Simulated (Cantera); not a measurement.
An adiabatic, constant-pressure homogeneous reactor starts with CH₄ : O₂ : N₂ = 1 : 2.33 : 8.74 (molar parts), equivalence ratio 0.86, at 1150 K and 120000 Pa.

Model: GRI-Mech 3.0 (53 species, 325 reactions), integrated in Cantera.

x: mole fraction; the columns are a selection and need not sum to one.

| t (s) | T (K) | x CH₄ | x O₂ | x NO | x H | x H₂ | x HO₂ | x CH₂O |
|---|---|---|---|---|---|---|---|---|
| 6.00e-6 | 1150 | 0.0828 | 0.193 | <1e-12 | 2.19e-12 | 5.67e-12 | 1.97e-9 | 5.35e-12 |
| 1.79e-5 | 1150 | 0.0828 | 0.193 | <1e-12 | 2.72e-12 | 2.16e-11 | 5.86e-9 | 4.84e-11 |
| 5.35e-5 | 1150 | 0.0828 | 0.193 | <1e-12 | 4.39e-12 | 9.00e-11 | 1.74e-8 | 4.40e-10 |
| 0.000160 | 1150 | 0.0828 | 0.193 | <1e-12 | 1.01e-11 | 5.01e-10 | 5.08e-8 | ___ |
| 0.000476 | 1150 | 0.0828 | 0.193 | <1e-12 | 3.50e-11 | 4.19e-9 | 1.42e-7 | ___ |
| 0.00142 | 1150 | 0.0828 | 0.193 | <1e-12 | 2.01e-10 | 5.85e-8 | 3.36e-7 | ___ |
| 0.00424 | 1150 | 0.0828 | 0.193 | <1e-12 | 8.99e-10 | 9.60e-7 | 4.28e-7 | ___ |
| 0.0127 | 1150 | 0.0828 | 0.193 | <1e-12 | 1.92e-9 | 7.35e-6 | 7.77e-7 | ___ |
| 0.0378 | 1153 | 0.0822 | 0.193 | <1e-12 | 1.00e-8 | 7.71e-5 | 2.68e-6 | ___ |
| 0.113 | 2550 | <1e-12 | 0.0297 | 0.00894 | 0.00222 | 0.00601 | 4.79e-6 | 4.76e-11 |
| 0.337 | 2550 | <1e-12 | 0.0297 | 0.00895 | 0.00222 | 0.00601 | 4.79e-6 | 4.76e-11 |
| 1.01 | 2550 | <1e-12 | 0.0297 | 0.00895 | 0.00222 | 0.00601 | 4.79e-6 | 4.76e-11 |
| 3.00 | 2550 | <1e-12 | 0.0297 | 0.00895 | 0.00222 | 0.00601 | 4.79e-6 | 4.76e-11 |

What belongs in the gaps?


- 0.000160, x CH₂O: 4.08e-9
- 0.000476, x CH₂O: 4.14e-8
- 0.00142, x CH₂O: 5.41e-7
- 0.00424, x CH₂O: 7.89e-6
- 0.0127, x CH₂O: 4.98e-5
- 0.0378, x CH₂O: 0.000284
